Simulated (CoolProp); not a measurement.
Aqueous calcium chloride as a coolant, at 33 °C, 1 atm.

Values from CoolProp's Melinder's fits for secondary coolants.

```csv
mass %,freezing point (°C),Prandtl number,viscosity (mPa s),density (kg/m³),cp (kJ/(kg K))
5.8,-2.8,5.55,0.881,1043,3.862
8.2,-4.4,5.73,0.936,1066,3.733
10.6,-6.4,5.95,1.00,1088,3.604
13,-8.8,6.24,1.08,1111,3.476
15.4,-11.5,6.62,1.19,1133,3.353
17.8,-14.8,7.13,1.31,1155,3.237
20.1,-18.4,7.76,1.47,1176,3.135
22.5,-23.0,8.61,1.67,1198,3.041
24.9,-28.8,9.68,1.92,1221,2.958
27.3,-36.3,11.0,2.23,1245,2.885
29.7,-46.5,12.7,2.61,1271,2.815
```
